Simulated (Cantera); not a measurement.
## Adiabatic ignition

An adiabatic, constant-pressure homogeneous reactor starts with 5.06 % CH4, 0.375 % C2H6, 0.607 % C3H8, 17.0 % O2, 63.8 % N2, 13.2 % CO2, at 1498 K and 100000 Pa.

Cantera simulation using GRI-Mech 3.0 (53 species, 325 reactions); the numbers are that mechanism's predictions, not measurements.

| t (s) | T (K) | x CH4 | x C2H6 | x C3H8 | x H2O | x CH2CO | x CH3 |
|---|---|---|---|---|---|---|---|
| 5.00e-6 | 1497 | 0.0506 | 0.00372 | 0.00598 | 2.30e-5 | 1.70e-8 | 0.000145 |
| 2.09e-5 | 1495 | 0.0502 | 0.00363 | 0.00558 | 0.000336 | 1.56e-6 | 0.000655 |
| 8.71e-5 | 1508 | 0.0467 | 0.00354 | 0.00330 | 0.00445 | 0.000123 | 0.00119 |
| 0.000363 | 2339 | <1e-12 | <1e-12 | <1e-12 | 0.114 | <1e-12 | <1e-12 |
| 0.00152 | 2516 | <1e-12 | <1e-12 | <1e-12 | 0.122 | <1e-12 | <1e-12 |
| 0.00632 | 2516 | <1e-12 | <1e-12 | <1e-12 | 0.122 | <1e-12 | <1e-12 |
| 0.0264 | 2510 | <1e-12 | <1e-12 | <1e-12 | 0.122 | <1e-12 | <1e-12 |
| 0.110 | 2509 | <1e-12 | <1e-12 | <1e-12 | 0.122 | <1e-12 | <1e-12 |
| 0.459 | 2509 | <1e-12 | <1e-12 | <1e-12 | 0.122 | <1e-12 | <1e-12 |
| 1.92 | 2509 | <1e-12 | <1e-12 | <1e-12 | 0.122 | <1e-12 | <1e-12 |
| 8.00 | 2509 | <1e-12 | <1e-12 | <1e-12 | 0.122 | <1e-12 | <1e-12 |
x: mole fraction; the columns are a selection and need not sum to one.

```
Quantity                                                          Result
---------------------------------  -------------------------------------
time of steepest temperature rise                               0.185 ms
temperature at 8.00 s                                             2509 K
equilibrium temperature                                           2509 K
x(CH4) at 8.00 s                   <1e-12 (gas-phase equilibrium <1e-12)
x(C2H6) at 8.00 s                  <1e-12 (gas-phase equilibrium <1e-12)
x(C3H8) at 8.00 s                  <1e-12 (gas-phase equilibrium <1e-12)
```
